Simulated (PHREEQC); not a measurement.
Make-up at 25 °C: 0.0079 mol/kgw HF, 0.00031 mol/kgw NaCl and 0.1 mol/kgw CuCl2. Closed to the air; pH follows from the charge balance.

The numbers come from PHREEQC with the ion-association model, phreeqc.dat.

This is a speciation only: nothing precipitates in the calculation.

**Question.** Order these F species by the share of F that they hold, largest first: F-, HF, HF2-, CuF+.

**Answer.** HF (61 %), F- (27 %), CuF+ (11 %), HF2- (0.97 %)

**Question.** Order these Cu species by the share of Cu that they hold, largest first: Cu+2, CuCl+, CuCl2, CuF+.

**Answer.** Cu+2 (86 %), CuCl+ (13 %), CuF+ (0.90 %), CuCl2 (0.58 %)

The pH is 2.62 and the ionic strength 0.274 mol/kgw.
